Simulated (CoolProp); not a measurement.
A single-stage vapour-compression cycle with the fluid: evaporating at 260.15 K (dew point), condensing at 321.15 K (bubble point), superheat 10 K, subcooling 5 K, compressor efficiency 0.8, no pressure losses. The same conditions are run with several fluids, on thermodynamics alone (safety and materials aside).

Computed with CoolProp (reference Helmholtz-energy equation of state of each fluid (fluoroethane (R161): Wu 2012; CH2F2 (R32): Tillner-Roth 1997; chloromethane (R40): Thol 2014; isobutene: Lemmon 2005; R236EA: Rui 2013; R141b: Lemmon 2006)).

```
fluid                cooling COP  pressure ratio  discharge temperature (K)  refrigerating effect (kJ/kg)  volumetric capacity (kJ/m³)
-------------------  -----------  --------------  -------------------------  ----------------------------  ---------------------------
fluoroethane (R161)         2.63            5.95                      368.3                           283                            …
CH2F2 (R32)                 2.45            5.72                      398.9                           241                         3260
chloromethane (R40)         2.74            6.71                          …                             …                         1250
isobutene                   2.74            7.28                          …                           282                          578
R236EA                      2.60            9.94                      328.5                           113                            …
R141b                          …               …                      356.8                             …                          147
```

**Question.** Fill in the missing entries.

**Answer.** 
- fluoroethane (R161), volumetric capacity (kJ/m³): 1800
- chloromethane (R40), discharge temperature (K): 418.1
- chloromethane (R40), refrigerating effect (kJ/kg): 335
- isobutene, discharge temperature (K): 342.3
- R236EA, volumetric capacity (kJ/m³): 337
- R141b, cooling COP: 2.88
- R141b, pressure ratio: 11.5
- R141b, refrigerating effect (kJ/kg): 187
